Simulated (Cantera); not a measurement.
Charge: 1 mol Si, 2.2 mol Cl₂, 3.8 mol H₂, 4.2 mol HCl, equilibrated at 1250 K and 135 Torr.

Equilibrium computed with Cantera from the NASA thermochemical tables; the gas is ideal and each condensed phase is pure. Candidate condensed phases: Si; 19 gas species. The tables' values for SiCl₃ are old estimates; treat these amounts as uncertain. The numbers say what is thermodynamically allowed, not how fast it happens.

Base state: HCl 0.505, H₂ 0.386, SiCl₄ 0.103, SiHCl₃ 0.00280, SiCl₃ 0.00239, SiCl₂ 0.000398, SiH₂Cl₂ 1.04e-5 (mole fractions); condensed: gas only.

**Question.** What changes in the equilibrium state with this change: Si replaced by SiCl₄?

**Answer.** 
```json
[
 {"species": "HCl", "before": "0.505", "after": "0.769"},
 {"species": "H₂", "before": "0.386", "after": "0.142"},
 {"species": "SiCl₄", "before": "0.103", "after": "0.0878"},
 {"species": "SiH₂Cl₂", "before": "1.04e-5", "after": "5.14e-7"},
 {"species": "SiCl₂", "before": "0.000398", "after": "5.38e-5"},
 {"species": "SiHCl₃", "before": "0.00280", "after": "0.000576"}
]
```

**Question.** What changes in the equilibrium state with this change: Cl₂ from 2.2 to 0.92 mol?

**Answer.** 
```
species    before    after
-------  --------  -------
H₂          0.386    0.599
HCl         0.505    0.275
SiCl₄       0.103    0.109
SiH₂Cl₂   1.04e-5  8.92e-5
SiCl₂    0.000398  0.00221
SiHCl₃    0.00280  0.00845
SiCl₃     0.00239  0.00580
```

**Question.** What changes in the equilibrium state with this change: HCl from 4.2 to 1.1 mol?

**Answer.** 
```
species    before     after
-------  --------  --------
H₂          0.386     0.569
HCl         0.505     0.268
SiCl₄       0.103     0.142
SiHCl₃    0.00280    0.0107
SiH₂Cl₂   1.04e-5  0.000110
SiCl₂    0.000398   0.00286
SiCl₃     0.00239   0.00752
```
